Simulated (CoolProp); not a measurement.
Model: reference Helmholtz-energy equation of state, Guder 2009, in CoolProp.

Give the vapour pressure (MPa), enthalpy of vaporisation (kJ/kg), vapour Z, liquid conductivity (mW/(m K)) of saturated sulfur hexafluoride at 257.1, 273.5, 295.4 K.


```
T (K)  p (MPa)  enthalpy of vaporisation (kJ/kg)  vapour Z  liquid conductivity (mW/(m K))
-----  -------  --------------------------------  --------  ------------------------------
257.1    0.781                              94.3     0.835                            66.9
273.5     1.26                              83.8     0.766                            61.6
295.4     2.21                              64.6     0.641                            53.8
```

Thermal conductivity comes from a separate model (Assael 2012).
